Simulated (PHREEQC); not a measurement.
Consider water at 20 °C with 0.005 mol/kgw KOH and 0.0059 mol/kgw KH2PO4. Closed to the air; pH follows from the charge balance.

The numbers come from PHREEQC with the ion-association model, wateq4f.dat.

Problem. The ionic strength comes out as 0.0158 mol/kgw. What activity coefficients do HPO4-2, H2PO4-, K+, KHPO4- get?

Solution. HPO4-2 0.62, H2PO4- 0.89, K+ 0.88, KHPO4- 0.89.

This is a speciation only: nothing precipitates in the calculation. H3PO4, which wateq4f.dat lacks, is added to it with the constant of phreeqc.dat.
